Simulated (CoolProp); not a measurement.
Properties of octamethylcyclotetrasiloxane (D4) at several states (Tc = 313.4 °C, pc = 1347 kPa, ω = 0.598).

The numbers come from the reference Helmholtz-energy equation of state, Thol 2015 in CoolProp.

```tsv
T (°C)	p (kPa)	phase	Z	cp (kJ/(kg K))	expansivity (1/kK)
148.25	175	liquid	0.01845	?	?
340.05	16.3	gas	0.9964	?	1.654
49.85	4280	liquid	?	1.708	1.188
92.05	7720	liquid	0.8478	?	1.208
```

Complete the blanks.


- 148.25, cp (kJ/(kg K)): 1.927
- 148.25, expansivity (1/kK): 1.632
- 340.05, cp (kJ/(kg K)): 2.028
- 49.85, Z: 0.5087
- 92.05, cp (kJ/(kg K)): 1.785
